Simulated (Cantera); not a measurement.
A freely propagating, adiabatic, planar premixed flame of 25.2 % H2, 15.7 % O2, 59.1 % N2, equivalence ratio 0.80, unburnt at 550 K and 500000 Pa; multicomponent+Soret transport, grid criteria slope 0.08 and curve 0.16, no radiation.

Detailed kinetics in Cantera: the H2/O2 subset of GRI-Mech 3.0, which has no nitrogen chemistry. The hydrogen kinetics of GRI-Mech 3.0 are dated; newer H2 mechanisms differ, most at raised pressure. Burning velocities carry a grid error of a few per cent, more on coarse grids.

Question: Predict: laminar burning velocity; thermal thickness; peak x(H2O2); peak x(HO2); peak x(O).

Answer: laminar burning velocity: 367 cm/s
thermal thickness: 0.0558 mm
peak x(H2O2): 0.000104
peak x(HO2): 0.000918
peak x(O): 0.00759
